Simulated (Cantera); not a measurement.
What does this Cantera script print?

```python
import numpy as np
import cantera as ct

gas = ct.Solution("h2o2.yaml")
gas.TPX = 523, 1000000, {'H2': 1, 'O2': 0.185, 'N2': 0.696, 'H2O': 0.16}
flame = ct.FreeFlame(gas, width=0.008)
flame.set_refine_criteria(ratio=3, slope=0.08, curve=0.16)
flame.transport_model = "mixture-averaged"
flame.solve(loglevel=0, auto=True)
z, T = flame.grid, flame.T
thick = (T[-1] - T[0]) / np.gradient(T, z).max()
show = ['H2', 'O2', 'H2O', 'H', 'O', 'HO2']
print(f"laminar burning velocity  {flame.velocity[0] * 100:.3f} cm/s")
print(f"burnt temperature         {T[-1]:.1f} K")
print(f"thermal thickness         {thick * 1e3:.4f} mm")
print(f"grid points               {len(z)}")
z0 = z[flame.heat_release_rate.argmax()]
print(f"{'z/mm':>9s}{'T/K':>9s}{'u/(m/s)':>9s}" + "".join(f"{s:>11s}" for s in show))
rows = []
for k in (-3, -2, -1.5, -1, -0.5, -0.25, 0, 0.25, 0.5, 1, 2, 4, 8):
    zz = z0 + k * thick
    rows.append([k * thick, np.interp(zz, z, T), np.interp(zz, z, flame.velocity),
                 *(np.interp(zz, z, flame.X[gas.species_index(s)]) for s in show)])
    print(f"{rows[-1][0] * 1e3:9.3f}{rows[-1][1]:9.1f}{rows[-1][2]:9.3f}" + "".join(f"{x:11.3e}" for x in rows[-1][3:]))
```

Result:

```
laminar burning velocity  311.212 cm/s
burnt temperature         1906.9 K
thermal thickness         0.0298 mm
grid points               107
     z/mm      T/K  u/(m/s)         H2         O2        H2O          H          O        HO2
   -0.089    523.2    3.112  4.898e-01  9.067e-02  7.843e-02  2.155e-14  4.022e-12  1.938e-08
   -0.060    524.4    3.116  4.890e-01  9.081e-02  7.858e-02  9.816e-13  1.748e-10  3.200e-07
   -0.045    528.0    3.129  4.874e-01  9.110e-02  7.893e-02  1.075e-11  1.753e-09  1.966e-06
   -0.030    552.1    3.235  4.803e-01  9.212e-02  8.085e-02  7.102e-10  4.162e-08  3.151e-05
   -0.015    750.0    4.220  4.492e-01  9.044e-02  9.905e-02  3.674e-05  5.677e-06  8.772e-04
   -0.007   1055.1    5.798  4.164e-01  7.547e-02  1.377e-01  1.167e-03  7.430e-05  1.102e-03
    0.000   1372.7    7.465  3.805e-01  4.982e-02  1.913e-01  5.542e-03  2.581e-04  5.366e-04
    0.007   1579.6    8.573  3.528e-01  2.629e-02  2.360e-01  1.076e-02  3.028e-04  2.428e-04
    0.015   1690.6    9.173  3.375e-01  1.216e-02  2.622e-01  1.358e-02  2.000e-04  1.049e-04
    0.030   1780.3    9.648  3.284e-01  2.543e-03  2.804e-01  1.349e-02  6.159e-05  2.058e-05
    0.060   1834.2    9.916  3.285e-01  2.109e-04  2.856e-01  9.714e-03  1.581e-05  1.617e-06
    0.119   1868.4   10.079  3.310e-01  9.349e-06  2.869e-01  5.666e-03  4.947e-06  8.099e-08
    0.239   1888.4   10.172  3.327e-01  8.128e-07  2.874e-01  2.952e-03  1.366e-06  9.944e-09
```

Model: the H2/O2 subset of GRI-Mech 3.0, which has no nitrogen chemistry, integrated in Cantera. The hydrogen kinetics of GRI-Mech 3.0 are dated; newer H2 mechanisms differ, most at raised pressure. Burning velocities carry a grid error of a few per cent, more on coarse grids.
